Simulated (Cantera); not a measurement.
Adiabatic ignition

An adiabatic, constant-pressure homogeneous reactor starts with C₃H₈ : O₂ : N₂ : H₂O = 1 : 2.38 : 8.95 : 3.2 (molar parts), equivalence ratio 2.1, at 1475 K and 1200000 Pa.

Model: GRI-Mech 3.0 (53 species, 325 reactions), integrated in Cantera. GRI-Mech 3.0 was tuned for natural gas; its chemistry of propane as a main component is partial and can be far from experiment. The pressure lies above the range GRI-Mech 3.0 was tuned for (to about 10 atm).

```json
[
 {"t (s)": "4.00e-6", "T (K)": "1471", "x C₃H₈": "0.0608", "x O₂": "0.152", "x H₂O": "0.206", "x C₂H₆": "0.000644", "x NO": "<1e-12", "x CH₂CO": "1.16e-5"},
 {"t (s)": "1.59e-5", "T (K)": "1474", "x C₃H₈": "0.0471", "x O₂": "0.145", "x H₂O": "0.208", "x C₂H₆": "0.00319", "x NO": "8.54e-12", "x CH₂CO": "0.000331"},
 {"t (s)": "6.33e-5", "T (K)": "2367", "x C₃H₈": "2.10e-10", "x O₂": "2.39e-6", "x H₂O": "0.244", "x C₂H₆": "8.41e-7", "x NO": "1.42e-5", "x CH₂CO": "3.41e-5"},
 {"t (s)": "0.000252", "T (K)": "2350", "x C₃H₈": "<1e-12", "x O₂": "1.42e-6", "x H₂O": "0.226", "x C₂H₆": "2.02e-9", "x NO": "5.22e-5", "x CH₂CO": "5.93e-7"},
 {"t (s)": "0.00100", "T (K)": "2349", "x C₃H₈": "<1e-12", "x O₂": "1.44e-6", "x H₂O": "0.226", "x C₂H₆": "<1e-12", "x NO": "6.60e-5", "x CH₂CO": "2.00e-12"},
 {"t (s)": "0.00399", "T (K)": "2349", "x C₃H₈": "<1e-12", "x O₂": "1.44e-6", "x H₂O": "0.226", "x C₂H₆": "<1e-12", "x NO": "5.06e-5", "x CH₂CO": "1.95e-12"},
 {"t (s)": "0.0159", "T (K)": "2349", "x C₃H₈": "<1e-12", "x O₂": "1.45e-6", "x H₂O": "0.226", "x C₂H₆": "<1e-12", "x NO": "3.67e-5", "x CH₂CO": "1.95e-12"},
 {"t (s)": "0.0632", "T (K)": "2349", "x C₃H₈": "<1e-12", "x O₂": "1.45e-6", "x H₂O": "0.226", "x C₂H₆": "<1e-12", "x NO": "3.51e-5", "x CH₂CO": "1.95e-12"},
 {"t (s)": "0.251", "T (K)": "2349", "x C₃H₈": "<1e-12", "x O₂": "1.45e-6", "x H₂O": "0.226", "x C₂H₆": "<1e-12", "x NO": "3.51e-5", "x CH₂CO": "1.95e-12"},
 {"t (s)": "1.00", "T (K)": "2349", "x C₃H₈": "<1e-12", "x O₂": "1.45e-6", "x H₂O": "0.226", "x C₂H₆": "<1e-12", "x NO": "3.51e-5", "x CH₂CO": "1.95e-12"}
]
```
x: mole fraction; the columns are a selection and need not sum to one.

```json
{
 "time_of_steepest_temperature_rise": "32.6 µs",
 "temperature at 1.00 s": "2349 K",
 "equilibrium_temperature": "2349 K",
 "x(C₃H₈) at 1.00 s": "<1e-12 (gas-phase equilibrium <1e-12)",
 "x(O₂) at 1.00 s": "1.45e-6 (gas-phase equilibrium 1.45e-6)",
 "x(H₂O) at 1.00 s": "0.226 (gas-phase equilibrium 0.226)"
}
```
